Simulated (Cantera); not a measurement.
Charge: 1 mol c-C4F8, equilibrated at 10.0 mbar.

These are equilibrium values from Cantera (NASA tables, ideal gas, pure condensed phases), not measurements of a reactor. Candidate condensed phases: C; 13 gas species. The feed counts by its element totals alone. The tables' values for C2F4 are old estimates; treat these amounts as uncertain. Gases not in the tables: C2F6 and larger saturated fluorocarbons. Equilibrium is a limit: real reactors are often held back by kinetics, nucleation or transport.

x: gas mole fraction; n: condensed amount in mol.

```tsv
T (K)	x CF4	x F	x CF2	x CF	x C3	x CF3	n C(graphite)
1850	0.961	0.00754	0.0285	1.57e-5	5.06e-11	0.00297	1.97
1950	0.903	0.0214	0.0693	7.69e-5	7.83e-10	0.00601	1.93
2050	0.787	0.0536	0.148	0.000316	9.21e-9	0.0107	1.86
2150	0.593	0.119	0.272	0.00109	8.57e-8	0.0159	___
2250	0.343	0.227	0.408	0.00314	6.50e-7	0.0184	___
2350	0.134	0.370	0.474	0.00738	4.13e-6	0.0151	___
2450	0.0350	0.513	0.428	0.0143	2.25e-5	0.00881	___
2550	0.00720	0.637	0.327	0.0242	0.000107	0.00413	___
2650	0.00132	0.733	0.226	0.0369	0.000447	0.00171	___
2750	0.000227	0.798	0.147	0.0522	0.00169	0.000662	2.56
2850	3.82e-5	0.832	0.0909	0.0692	0.00578	0.000244	2.67
2950	6.31e-6	0.835	0.0542	0.0869	0.0181	8.68e-5	___
3050	9.70e-7	0.800	0.0303	0.102	0.0527	2.86e-5	___
```

**Question.** Some entries are withheld; supply them.

**Answer.** 
- 2150, n C(graphite): 1.71
- 2250, n C(graphite): 1.50
- 2350, n C(graphite): 1.35
- 2450, n C(graphite): 1.49
- 2550, n C(graphite): 1.86
- 2650, n C(graphite): 2.26
- 2950, n C(graphite): 2.42
- 3050, n C(graphite): 1.37
